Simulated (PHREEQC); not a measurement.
Consider water at 25 °C with 0.0024 mol H3AsO4, 0.00087 mol H3PO4 and 0.0021 mol NaCl per kg of water. Closed to the air; pH follows from the charge balance.

Computed with PHREEQC (ion-association model, wateq4f.dat).

Each row changes one thing in this solution. Precipitation was switched off in this run.

```csv
case,pH,ionic strength (mol/kgw),H2AsO4- (mol/kgw),H3AsO4 (mol/kgw),HAsO4-2 (mol/kgw),SI of Halite (NaCl)
as made,2.65,0.00447,0.00170,0.000699,6.58e-8,-7.00
diluted 2-fold with water,2.90,0.00239,0.000968,0.000233,6.19e-8,-7.59
0.0038 mol/kgw HBr added,2.29,…,0.00124,0.00116,2.21e-8,-7.02
diluted 100-fold with water,4.49,5.37e-5,2.38e-5,1.52e-7,…,-10.94
H3AsO4 replaced by Na2HAsO4 at the same molality,6.99,0.00842,…,2.33e-8,0.00114,-6.50
H3PO4 left out,2.77,0.00392,0.00182,0.000580,9.02e-8,-7.00
temperature from 25 to 70 °C,2.69,0.00426,0.00156,0.000842,7.99e-8,-7.09
temperature from 25 to 5 °C,2.63,0.00457,0.00178,0.000624,5.96e-8,-6.95
```

**Question.** Fill in the missing entries.

**Answer.** 
- 0.0038 mol/kgw HBr added, ionic strength (mol/kgw): 0.00766
- diluted 100-fold with water, HAsO4-2 (mol/kgw): 5.23e-8
- H3AsO4 replaced by Na2HAsO4 at the same molality, H2AsO4- (mol/kgw): 0.00126

Species that the database lacks are ignored. H3PO4, which wateq4f.dat lacks, is added to it with the constant of phreeqc.dat. At this temperature some constants are extrapolated from 25 °C, and those without enthalpy data are left unchanged.
